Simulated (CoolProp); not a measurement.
Saturation properties of nitrogen (Tc = -147.0 °C, pc = 33.96 bar, ω = 0.037).

Model: reference Helmholtz-energy equation of state, Span 2000, in CoolProp.

```csv
T (°C),p (bar),vapour density (kg/m³),liquid cp (kJ/(kg K)),liquid viscosity (µPa s),vapour viscosity (µPa s)
-204.75,0.3031,1.520,2.010,238,4.76
-201.65,0.4778,2.309,2.019,206,5.00
-198.55,…,3.379,2.030,180,5.23
-195.45,1.055,…,2.043,…,5.47
-192.25,1.509,6.665,2.061,140,5.72
-189.15,2.076,8.967,2.083,126,5.97
-186.05,2.788,11.82,2.110,113,6.23
-182.95,3.667,15.33,2.143,…,6.50
-179.75,4.771,19.73,2.187,92.4,6.79
-176.65,6.054,24.89,2.240,84.1,…
-173.55,7.569,31.08,2.308,…,7.39
-170.45,9.340,38.50,2.396,…,7.72
```

Problem. Complete the blanks.

Solution. 
- -198.55, p (bar): 0.7228
- -195.45, vapour density (kg/m³): 4.788
- -195.45, liquid viscosity (µPa s): 158
- -182.95, liquid viscosity (µPa s): 102
- -176.65, vapour viscosity (µPa s): 7.08
- -173.55, liquid viscosity (µPa s): 76.7
- -170.45, liquid viscosity (µPa s): 69.9

It boils at -195.8 °C under 1 atm.

Viscosity comes from a separate model (Lemmon 2004).
